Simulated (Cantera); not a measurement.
Low-pressure radical oxidation in H2/O2

An isothermal, constant-pressure homogeneous reactor starts with H2 : O2 = 0.078 : 1 (molar parts), at 1323 K and 0.0267 bar.

Detailed kinetics in Cantera: the H2/O2 subset of GRI-Mech 3.0, which has no nitrogen chemistry. Radical loss at walls, strong at low pressure, is not modelled. The temperature is held fixed by assumption; the heat of reaction is taken as removed at once.

```csv
t (s),x H2,x O2,x OH,x O,x H,x H2O2,x HO2
0.000200,0.0723,0.928,2.71e-6,3.60e-6,2.07e-6,6.17e-10,2.15e-7
0.000469,0.0659,0.923,0.00208,0.00289,0.00167,3.33e-8,4.09e-6
0.00110,0.00175,0.873,0.00678,0.0453,0.0118,1.99e-7,6.47e-6
0.00257,0.00145,0.879,0.00626,0.0399,0.00955,1.92e-7,6.29e-6
0.00603,0.00111,0.891,0.00550,0.0295,0.00610,1.90e-7,5.92e-6
0.0141,0.000617,0.907,0.00413,0.0158,0.00242,1.72e-7,4.93e-6
0.0331,0.000219,0.918,0.00247,0.00549,0.000496,1.26e-7,3.13e-6
0.0777,5.41e-5,0.923,0.00123,0.00135,6.05e-5,6.93e-8,1.36e-6
0.182,1.21e-5,0.924,0.000585,0.000300,6.38e-6,3.15e-8,4.48e-7
0.427,2.91e-6,0.925,0.000289,7.28e-5,7.63e-7,1.31e-8,1.41e-7
1.00,8.14e-7,0.925,0.000153,2.04e-5,1.13e-7,5.31e-9,5.55e-8
```
x: mole fraction; the columns are a selection and need not sum to one.

Equilibrium at this temperature and pressure: H2 6.24e-8, O2 0.925, OH 4.25e-5, O 1.58e-6, H 2.44e-9, H2O2 7.69e-10, HO2 4.94e-8 (gas phase only).
